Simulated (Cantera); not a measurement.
## Catalytic combustion on Pt

An isothermal plug-flow reactor at 773 K and 0.280 bar (inlet), inlet velocity 0.29 m/s, active area per volume 4300 1/m; feed 0.750 % CH4, 12.1 % O2, 87.1 % N2.

Detailed kinetics in Cantera: Deutschmann's 1995 Pt surface mechanism with GRI-Mech 3.0 gas chemistry. Catalytic surfaces can have several steady states; this one follows from the mechanism file's or the stated starting coverage. Mass transfer to the wall is taken as infinitely fast.

```tsv
z (m)	x CH4	x O2	x H2O	x CO2	x CO	θ free Pt	θ O*
8.3e-05	0.00748	0.121	2.94e-5	1.43e-5	4.47e-7	0.0405	0.959
0.00016	0.00747	0.121	5.66e-5	2.77e-5	6.69e-7	0.0405	0.959
0.00031	0.00744	0.121	0.000110	5.39e-5	8.55e-7	0.0405	0.959
0.0006	0.00739	0.121	0.000211	0.000105	9.27e-7	0.0405	0.959
0.0012	0.00729	0.121	0.000420	0.000209	9.23e-7	0.0406	0.959
0.0022	0.00712	0.121	0.000761	0.000380	9.02e-7	0.0406	0.959
0.0043	0.00677	0.120	0.00145	0.000726	8.59e-7	0.0406	0.959
0.0083	0.00616	0.119	0.00269	0.00134	7.81e-7	0.0408	0.959
```
x: gas mole fraction; θ: surface coverage.
